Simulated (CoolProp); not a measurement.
The fluid at 271.45 K and 0.121 MPa (gas) is heated at constant pressure to 422.7 K. The same conditions are run with several fluids, on thermodynamics alone (safety and materials aside).

Model: reference Helmholtz-energy equation of state of each fluid (isobutane: Bücker 2006; fluoroethane (R161): Wu 2012; carbon monoxide: Lemmon 2006; hydrogen chloride: Thol 2018; sulfur hexafluoride: Guder 2009), in CoolProp.

Question: Rank isobutane, fluoroethane (R161), carbon monoxide, hydrogen chloride, sulfur hexafluoride by heat (kJ/kg), highest first.

Answer: isobutane (290), fluoroethane (R161) (212), carbon monoxide (158), hydrogen chloride (122), sulfur hexafluoride (111)

| fluid | final density (kg/m³) |
|---|---|
| isobutane | 2.02 |
| fluoroethane (R161) | 1.66 |
| carbon monoxide | 0.964 |
| hydrogen chloride | 1.26 |
| sulfur hexafluoride | 5.05 |
